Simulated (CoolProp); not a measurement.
Vapour-liquid equilibrium of R22 (1) + R115 (2) at 0.258 bar; x and y are mole fractions of (1).

Computed with CoolProp (multi-fluid Helmholtz-energy mixture model, Kamei 1995 and Lemmon 2016; pair parameters Bell 2016).

```csv
x,bubble temperature (K),y at the bubble point,dew temperature at overall composition x (K),liquid density (mol/L)
0.05,205.3,0.155,206.7,10.83
0.2,203.0,0.337,204.7,11.54
0.35,202.5,0.407,202.9,12.32
0.5,202.4,0.466,202.5,13.21
0.65,202.8,0.547,203.6,14.22
0.8,203.9,0.680,205.0,15.36
0.95,205.9,0.900,206.4,16.66
```

y crosses x between x = 0.35 and 0.5: the model has an azeotrope there.

The pair parameters rest on a limited set of measurements; away from them the model extrapolates.
